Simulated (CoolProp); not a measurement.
Properties of fluorine along the isotherm 299.5 K (Tc = 144.4 K, pc = 5240 kPa, ω = 0.045).

The numbers come from the reference Helmholtz-energy equation of state, de Reuck 1990 in CoolProp.

| p (kPa) | phase | density (kg/m³) | cp (kJ/(kg K)) |
|---|---|---|---|
| 2500 | gas | 38.53 | 0.8477 |
| 5000 | gas | 77.76 | 0.8720 |
| 7500 | supercritical | ? | ? |
| 10000 | supercritical | ? | ? |
| 12500 | supercritical | 196.4 | ? |
| 15000 | supercritical | 235.3 | 0.9738 |
| 17500 | supercritical | 273.5 | ? |
| 20000 | supercritical | 310.8 | 1.023 |

Task: Complete the blanks.

Result: 
- 7500, density (kg/m³): 117.4
- 7500, cp (kJ/(kg K)): 0.8969
- 10000, density (kg/m³): 157.0
- 10000, cp (kJ/(kg K)): 0.9221
- 12500, cp (kJ/(kg K)): 0.9478
- 17500, cp (kJ/(kg K)): 0.9992
